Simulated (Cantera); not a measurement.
Charge: 1 mol PbO, 0.14 mol O2, 3.1 mol N2.

Cantera equilibrium calculation (NASA polynomials, part measured and part estimated; ideal gas, pure solids and liquids). Candidate condensed phases: Pb, PbO, PbO2, Pb3O4; 12 gas species. Kinetics and transport are ignored.

Stable condensed phases, one row left out:

```
T in °C \ P in Pa
              10      68     460    3200   22000  150000 1000000
    850        A       A       A       A       A       A       A
    800        A       A       A       A       A       A       A
    750        A       A       A       A       A       A       A
    700        A       A       A       A       A       A       A
    650        A       A       A       A       A       A       A
    600        A       A       A       A       A       A       A
    550        A       A       A       A       A       A       A
    500        A       A       A       A       A       A       A
    450        A       A       A       A       A       A       A
    400        A       A       A       A       A       A       A
    350        A       A       A       A       A       A       B
    250        A       A       A       A       B       B       B
    200        A       A       B       B       B       B       B
```

A: PbO; B: PbO + Pb3O4.

**Question.** Give the row for 300 °C.

**Answer.** 10: PbO; 68: PbO; 460: PbO; 3200: PbO; 22000: PbO; 150000: PbO + Pb3O4; 1000000: PbO + Pb3O4.
